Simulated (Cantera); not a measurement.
Input (Python, Cantera) and output of one run.

```python
import numpy as np
import cantera as ct

gas_names = """
    Fe FeO Fe(OH)2 H HO2 H2 H2O H2O2 O OH O2 O3
""".split()
cond_names = """
    Fe(a) Fe(c) Fe(d) Fe(L) FeO(s) FeO(L) Fe(OH)2(s) Fe(OH)3(s) Fe2O3(s) Fe3O4(s) H2O(s) H2O(L)
""".split()


# ... load() reads the species with a 1 bar reference pressure and builds the phases ...
atoms = {
    'Fe2O3': {'Fe': 2, 'O': 3},
    'H2': {'H': 2},
}
top_T = {'Fe2O3(s)': 1830, 'Fe3O4(s)': 1870}  # K; cautious upper limits of use, not melting points


# ... equilibrate(T, P, feed) seeds the gas with the atoms and calls Mixture.equilibrate('TP', solver="vcs", rtol=1e-11, max_steps=5000) ...
results = []
T = 2150  # K
P = 1333.22  # Pa
for m in [280, 340, 400, 470, 560, 660, 780, 930, 1100, 1300, 1500, 1800, 2200]:
    feed = {'Fe2O3': 1, 'H2': m}  # mol
    mix = equilibrate(T, P, feed)
    results.append((T, P, feed, dict(zip(mix.species_names, mix.species_moles))))

top = {s: max(r[3][s] / sum(r[3][g] for g in gas_names) for r in results) for s in gas_names}
cols = sorted((s for s in top if top[s] > 1e-05), key=lambda s: -top[s])[:7]
seen = [c for c in cond_names if any(r[3].get(c, 0) > 1e-12 for r in results)]
print("log10 of partial pressures in bar; condensed amounts in mol")
print(f"{'n(H2)':>10s}" + "".join(f"{s[:9]:>10s}" for s in cols + seen))
for T, P, feed, n in results:
    ng = sum(n[g] for g in gas_names)
    print(f"{feed['H2']:10.4g}" + "".join(f"{np.log10(max(n[s] / ng * P / 1e5, 1e-99)):10.3f}" for s in cols)
          + "".join(f"{n.get(c, 0):10.4g}" for c in seen))
```

Result:

```
log10 of partial pressures in bar; condensed amounts in mol
     n(H2)        H2         H       H2O        Fe        OH
       280    -1.899    -3.324    -3.858    -4.032    -6.173
       340    -1.897    -3.324    -3.942    -4.116    -6.257
       400    -1.896    -3.323    -4.012    -4.186    -6.328
       470    -1.896    -3.323    -4.082    -4.256    -6.398
       560    -1.895    -3.322    -4.158    -4.332    -6.474
       660    -1.894    -3.322    -4.229    -4.403    -6.546
       780    -1.894    -3.322    -4.301    -4.475    -6.618
       930    -1.893    -3.322    -4.377    -4.551    -6.695
      1100    -1.893    -3.321    -4.450    -4.624    -6.768
      1300    -1.893    -3.321    -4.523    -4.697    -6.840
      1500    -1.892    -3.321    -4.585    -4.759    -6.902
      1800    -1.892    -3.321    -4.664    -4.838    -6.982
      2200    -1.892    -3.321    -4.751    -4.925    -7.069
```

Method: chemical equilibrium by Gibbs-energy minimisation in Cantera with the NASA 1993 tables (ideal gas, pure condensed phases).
